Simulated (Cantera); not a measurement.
# Low-pressure radical oxidation in H2/O2

An isothermal, constant-pressure homogeneous reactor starts with 5.21 % H2, 94.8 % O2, equivalence ratio 0.028, at 1175 K and 0.00868 atm.

Detailed kinetics in Cantera: GRI-Mech 3.0 (53 species, 325 reactions). Radical loss at walls, strong at low pressure, is not modelled. The temperature is held fixed by assumption; the heat of reaction is taken as removed at once.

| t (s) | x H2 | x O2 | x OH | x H | x H2O |
|---|---|---|---|---|---|
| 1.00e-6 | 0.0521 | 0.948 | <1e-12 | 1.84e-11 | <1e-12 |
| 4.13e-6 | 0.0521 | 0.948 | 2.06e-12 | 7.43e-11 | <1e-12 |
| 1.71e-5 | 0.0521 | 0.948 | 3.22e-11 | 2.84e-10 | 1.91e-12 |
| 7.06e-5 | 0.0521 | 0.948 | 4.09e-10 | 9.50e-10 | 1.07e-10 |
| 0.000292 | 0.0521 | 0.948 | 4.21e-9 | 4.08e-9 | 4.61e-9 |
| 0.00120 | 0.0521 | 0.948 | 2.97e-7 | 2.34e-7 | 6.80e-7 |
| 0.00498 | 0.00418 | 0.913 | 0.00513 | 0.0116 | 0.0396 |
| 0.0206 | 0.000775 | 0.914 | 0.00300 | 0.00678 | 0.0468 |
| 0.0850 | 0.000389 | 0.931 | 0.00214 | 0.00226 | 0.0504 |
| 0.351 | 6.31e-5 | 0.944 | 0.000866 | 0.000142 | 0.0529 |
| 1.45 | 5.03e-6 | 0.946 | 0.000246 | 3.23e-6 | 0.0534 |
| 6.00 | 4.76e-7 | 0.946 | 7.62e-5 | 9.57e-8 | 0.0535 |
x: mole fraction; the columns are a selection and need not sum to one.

Equilibrium at this temperature and pressure: H2 4.41e-9, O2 0.946, OH 7.39e-6, H 8.74e-11, H2O 0.0535 (gas phase only).
